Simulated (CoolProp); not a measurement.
The fluid at 514.87 K and 3.26 MPa flows at 0.49 m/s in a round tube of 50 mm bore and 45 µm roughness, fully developed (64/Re and Nu = 3.66 if laminar; Colebrook and Gnielinski if turbulent). The same conditions are run with several fluids, on thermodynamics alone (safety and materials aside).

Model: reference Helmholtz-energy equation of state of each fluid (dry air: Lemmon 2000; methanol: de Reuck 1993; carbon dioxide: Span 1996; isobutane: Bücker 2006; n-butane: Bücker 2006), in CoolProp. Blends and air are pseudo-pure fits.

```
fluid           Reynolds number  Darcy friction factor  pressure drop (Pa/m)  heat-transfer coefficient (W/(m² K))  mass flow (kg/h)
--------------  ---------------  ---------------------  --------------------  ------------------------------------  ----------------
dry air                   19100                 0.0280                  1.47                                  43.9              75.5
methanol                  42600                 0.0243                  1.68                                   122              99.6
carbon dioxide            33500                 0.0253                  2.07                                  62.3               118
isobutane                 90500                 0.0221                  2.74                                   215               179
n-butane                  94900                 0.0220                  2.78                                   223               183
```

Transport values come from each fluid's own correlations.
